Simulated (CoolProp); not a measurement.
Properties of fluorine along the isotherm -53.65 °C (Tc = -128.7 °C, pc = 5240 kPa, ω = 0.045).

Computed with CoolProp (reference Helmholtz-energy equation of state, de Reuck 1990).

| p (kPa) | phase | Z | Joule-Thomson coefficient (K/MPa) | isothermal compressibility (1/MPa) | fugacity coefficient |
|---|---|---|---|---|---|
| 2220 | gas | 0.9643 | 3.404 | 0.4672 | 0.9653 |
| 4440 | gas | 0.9295 | 3.246 | 0.2413 | 0.9316 |
| 6670 | supercritical | 0.8981 | 3.024 | 0.1647 | 0.8998 |
| 8890 | supercritical | 0.8706 | 2.789 | 0.1258 | 0.8704 |
| 11100 | supercritical | 0.8470 | 2.541 | 0.1016 | 0.8436 |
| 13300 | supercritical | 0.8281 | 2.261 | 0.08393 | 0.8191 |
| 15600 | supercritical | 0.8153 | 1.941 | 0.06880 | 0.7961 |
| 17800 | supercritical | 0.8107 | 1.641 | 0.05671 | 0.7767 |
| 20000 | supercritical | 0.8131 | 1.377 | 0.04690 | 0.7598 |
